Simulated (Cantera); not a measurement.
Charge: 1 mol Al2O3, 0.08 mol C, 1.4 mol N2, held at 1.33 mbar.

These are equilibrium values from Cantera (NASA tables, ideal gas, pure condensed phases), not measurements of a reactor. Candidate condensed phases: Al, AlN, Al2O3, C; 32 gas species. Equilibrium is a limit: real reactors are often held back by kinetics, nucleation or transport.

**Question.** Which condensed phases are stable at each of these points (T (°C)): 1852, 1927, 2002, 2077, 2152, 2227, 2302, 2377, 2452, 2527, 2602, 2677?

**Answer.** 
```json
[
 {"T (°C)": "1852", "condensed phases": "Al2O3(s)", "Al condensed (%)": "96.9"},
 {"T (°C)": "1927", "condensed phases": "Al2O3(s)", "Al condensed (%)": "96.9"},
 {"T (°C)": "2002", "condensed phases": "Al2O3(s)", "Al condensed (%)": "96.9"},
 {"T (°C)": "2077", "condensed phases": "Al2O3(l)", "Al condensed (%)": "96.9"},
 {"T (°C)": "2152", "condensed phases": "Al2O3(l)", "Al condensed (%)": "96.8"},
 {"T (°C)": "2227", "condensed phases": "Al2O3(l)", "Al condensed (%)": "96.6"},
 {"T (°C)": "2302", "condensed phases": "Al2O3(l)", "Al condensed (%)": "95.9"},
 {"T (°C)": "2377", "condensed phases": "Al2O3(l)", "Al condensed (%)": "94.0"},
 {"T (°C)": "2452", "condensed phases": "Al2O3(l)", "Al condensed (%)": "89.0"},
 {"T (°C)": "2527", "condensed phases": "Al2O3(l)", "Al condensed (%)": "74.4"},
 {"T (°C)": "2602", "condensed phases": "gas only", "Al condensed (%)": "0.0"},
 {"T (°C)": "2677", "condensed phases": "gas only", "Al condensed (%)": "0.0"}
]
```

From 1852 °C to 2002 °C the condensed part is Al2O3(s). From 2077 °C to 2527 °C the condensed part is Al2O3(l). From 2602 °C to 2677 °C nothing is condensed.
